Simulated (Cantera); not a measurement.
Input (Python, Cantera):

```python
import numpy as np
import cantera as ct

gas = ct.Solution("gri30.yaml")
gas.TPX = 1125, 3900, {'C2H6': 1, 'N2': 1.1}
reactor = ct.IdealGasConstPressureReactor(gas, energy="off", clone=False)
net = ct.ReactorNet([reactor])
net.rtol, net.atol = 1e-08, 1e-18
show = ['C2H6', 'CH2', 'CH3', 'C2H4', 'CH4']
times = np.geomspace(2e-06, 70, 11)

steps = ct.SolutionArray(gas, extra=["t"])
rows = []
print(f"{'t/s':>10s}{'T/K':>9s}{'P/Pa':>11s}" + "".join(f"{s:>11s}" for s in show))
for t in times:
    while net.time < t:
        t_next = net.step()
        steps.append(gas.state, t=t_next)
    rows.append([np.interp(t, steps.t, y) for y in (steps.T, steps.P, *steps(*show).X.T)])
    print(f"{t:10.3e}{rows[-1][0]:9.1f}{rows[-1][1]:11.4g}" + "".join(f"{x:11.3e}" for x in rows[-1][2:]))
rate = np.gradient(steps.T, steps.t)
print("integrator steps:", len(steps.t))
if steps.T.max() > steps.T[0] + 200:
    print(f"time of steepest temperature rise: {steps.t[rate.argmax()]:.4e} s")
gas.TPX = 1125, 3900, {'C2H6': 1, 'N2': 1.1}
gas.equilibrate("TP")
print(f"equilibrium (TP): T = {gas.T:.1f} K  " + "  ".join(f"{s} {gas[s].X[0]:.3e}" for s in show))
```

Result:

```
       t/s      T/K       P/Pa       C2H6        CH2        CH3       C2H4        CH4
 2.000e-06   1125.0       3900  4.762e-01  3.174e-18  6.739e-08  6.612e-13  1.573e-10
 1.136e-05   1125.0       3900  4.762e-01  5.558e-16  3.787e-07  1.066e-10  5.010e-09
 6.454e-05   1125.0       3900  4.762e-01  7.644e-14  2.024e-06  1.843e-08  1.553e-07
 3.666e-04   1125.0       3900  4.762e-01  3.810e-12  8.324e-06  2.840e-06  4.036e-06
 2.083e-03   1125.0       3900  4.757e-01  2.882e-11  1.573e-05  2.542e-04  5.701e-05
 1.183e-02   1125.0       3900  4.641e-01  2.624e-10  4.454e-05  7.684e-03  7.819e-04
 6.722e-02   1125.0       3900  3.806e-01  2.800e-10  4.450e-05  6.096e-02  6.810e-03
 3.818e-01   1125.0       3900  1.263e-01  1.670e-10  2.778e-05  2.168e-01  3.148e-02
 2.169e+00   1125.0       3900  2.936e-03  1.063e-11  4.868e-06  2.596e-01  4.952e-02
 1.232e+01   1125.0       3900  9.905e-04  3.995e-12  2.978e-06  2.008e-01  5.079e-02
 7.000e+01   1125.0       3900  5.923e-04  3.186e-12  2.848e-06  1.074e-01  5.791e-02
integrator steps: 1348
equilibrium (TP): T = 1125.0 K  C2H6 1.367e-04  CH2 4.664e-13  CH3 2.258e-06  C2H4 4.139e-02  CH4 2.493e-01
```

Model: GRI-Mech 3.0 (53 species, 325 reactions), integrated in Cantera. GRI-Mech 3.0 stops at C3 and has no aromatics, soot or wall deposition, so with more carbon than oxygen in the feed, carbon stays in small species such as C2H2 where larger ones or solid carbon would form. Radical loss at walls, strong at low pressure, is not modelled.
